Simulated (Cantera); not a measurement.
Feed: 1 mol Si, 2.6 mol Cl₂, 16 mol H₂, at 602 °C and 8.50 bar.

These are equilibrium values from Cantera (NASA tables, ideal gas, pure condensed phases), not measurements of a reactor. Candidate condensed phases: Si; 19 gas species. Kinetics and transport are ignored.

Base state: H₂ 0.873, HCl 0.0697, SiCl₄ 0.0553, SiHCl₃ 0.00152 (mole fractions); condensed: gas only.

Q: What changes in the equilibrium state with this change: Cl₂ from 2.6 to 2.1 mol?

A: 
| species | before | after |
|---|---|---|
| H₂ | 0.873 | 0.924 |
| SiCl₄ | 0.0553 | 0.0525 |
| HCl | 0.0697 | 0.0178 |
| SiHCl₃ | 0.00152 | 0.00596 |
| SiH₂Cl₂ | 3.80e-6 | 6.19e-5 |
